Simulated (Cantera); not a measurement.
Input: 1 mol FeS2, 13 mol H2, 1.2 mol N2, equilibrated at 500000 Pa.

These are equilibrium values from Cantera (NASA tables, ideal gas, pure condensed phases), not measurements of a reactor. Candidate condensed phases: Fe, FeS, FeS2, S; 16 gas species. FeS: taken at fixed stoichiometry. Rates play no part. All values below are at 998 K.

Base state: H2 0.845, N2 0.0842, H2S 0.0705, NH3 0.000665 (mole fractions); condensed: FeS(s).

**Question.** What changes in the equilibrium state with this change: FeS2 replaced by NiS?

**Answer.** 
| species | before | after |
|---|---|---|
| H2 | 0.845 | 0.892 |
| N2 | 0.0842 | 0.0842 |
| H2S | 0.0705 | 0.0235 |
| NH3 | 0.000665 | 0.000721 |
| FeS(s), mol | 1.00 | 0 |
| Ni3S2(s), mol | 0 | 0.333 |
Further candidate phases: Ni, NiS, NiS2, Ni3S2, Ni3S4.
